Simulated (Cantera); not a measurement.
Feed: 1 mol B₂O₃, 68 mol HCl, 5.9 mol O₂, at 1198.15 K and 0.000240 bar.

These are equilibrium values from Cantera (NASA tables, ideal gas, pure condensed phases), not measurements of a reactor. Candidate condensed phases: B, B₂O₃, B₃O₃H₃, H₂O; 33 gas species. The tables' values for BOCl are old estimates; treat these amounts as uncertain. Equilibrium is a limit: real reactors are often held back by kinetics, nucleation or transport.

What is the equilibrium state?


```json
{
 "x(HCl)": "0.857",
 "x(O₂)": "0.0649",
 "x(Cl)": "0.0331",
 "x(H₂O)": "0.0247",
 "x(Cl₂)": "0.0122",
 "x(HBO₂)": "0.00821",
 "x(B₂O₃)": "3.61e-5",
 "x(BOCl)": "2.91e-5",
 "x(OH)": "8.69e-6",
 "n(B₂O₃(l))": "0.691 mol",
 "gas_amount": "74.37 mol",
 "log10 activity of B(s) (absent)": "-17.66",
 "log10 activity of B₃O₃H₃(s) (absent)": "-39.80"
}
```
